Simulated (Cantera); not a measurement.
Feed: 1 mol Si, 0.031 mol N2O, 38 mol H2, equilibrated at 0.00158 Torr.

Cantera equilibrium calculation (NASA polynomials, part measured and part estimated; ideal gas, pure solids and liquids). Candidate condensed phases: H2O, Si, SiO2, Si2N2O, Si3N4; 35 gas species. Mutual solubility and eutectic melting of coexisting phases are not modelled. The numbers say what is thermodynamically allowed, not how fast it happens.

Q: Which condensed phases are stable at each of these points (T (K)): 1050, 1125, 1200, 1275, 1350, 1425, 1500, 1575, 1650, 1725, 1800, 1875, 1950, 2025?

A: 
| T (K) | condensed phases | Si condensed (%) |
|---|---|---|
| 1050 | Si(s) + Si2N2O(s) | 100.0 |
| 1125 | Si(s) + Si2N2O(s) | 99.8 |
| 1200 | Si(s) + Si2N2O(s) | 97.1 |
| 1275 | Si(s) | 96.9 |
| 1350 | Si(s) | 96.5 |
| 1425 | Si(s) | 93.9 |
| 1500 | Si(s) | 77.5 |
| 1575 | gas only | 0.0 |
| 1650 | gas only | 0.0 |
| 1725 | gas only | 0.0 |
| 1800 | gas only | 0.0 |
| 1875 | gas only | 0.0 |
| 1950 | gas only | 0.0 |
| 2025 | gas only | 0.0 |

From 1050 K to 1200 K the condensed part is Si(s) + Si2N2O(s). From 1275 K to 1500 K the condensed part is Si(s). From 1575 K to 2025 K nothing is condensed.
